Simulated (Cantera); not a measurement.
An isothermal, constant-pressure homogeneous reactor starts with 62.5 % N2O, 37.5 % O2, at 1150 K and 0.543 atm.

Model: GRI-Mech 3.0 (53 species, 325 reactions), integrated in Cantera. GRI-Mech 3.0 was tuned for natural gas; its chemistry of N2O as a main component is partial and can be far from experiment. The mechanism lacks the step 2 NO + O2 → 2 NO2, which can matter for NO2 below about 1400 K. The temperature is held fixed by assumption; the heat of reaction is taken as removed at once.

x: mole fraction; the columns are a selection and need not sum to one.

```
t (s)     x N2O   x O2      x O     x NO2      x NO      x N2
--------  -----  -----  -------  --------  --------  --------
2.00e-5   0.625  0.375  4.87e-7    <1e-12   4.70e-8   1.01e-6
4.55e-5   0.625  0.375  6.98e-7    <1e-12   1.77e-7   2.68e-6
0.000104  0.625  0.375  7.79e-7  3.09e-12   5.42e-7   6.84e-6
0.000236  0.625  0.375  7.84e-7  2.06e-11       [?]       [?]
0.000537  0.625  0.375  7.84e-7  1.18e-10   3.36e-6   3.84e-5
0.00122   0.625  0.375  7.84e-7  6.38e-10   7.83e-6   8.83e-5
0.00278   0.625  0.375  7.84e-7   3.34e-9   1.80e-5  0.000202
0.00632   0.624  0.375  7.84e-7   1.70e-8   4.11e-5  0.000460
0.0144    0.624  0.375  7.84e-7   8.39e-8   9.35e-5   0.00105
0.0328    0.622  0.376  7.84e-7   3.88e-7  0.000212   0.00238
0.0746    0.618  0.377  7.83e-7   1.59e-6  0.000480   0.00539
0.170     0.608  0.378  7.79e-7   5.36e-6   0.00108    0.0122
0.386     0.588  0.383  7.72e-7       [?]       [?]       [?]
0.879     0.545  0.391  7.54e-7   3.39e-5   0.00514    0.0584
2.00      0.462  0.409  7.16e-7   7.08e-5    0.0103     0.119
```

What belongs in the gaps?


- 0.000236, x NO: 1.40e-6
- 0.000236, x N2: 1.65e-5
- 0.386, x NO2: 1.45e-5
- 0.386, x NO: 0.00239
- 0.386, x N2: 0.0270
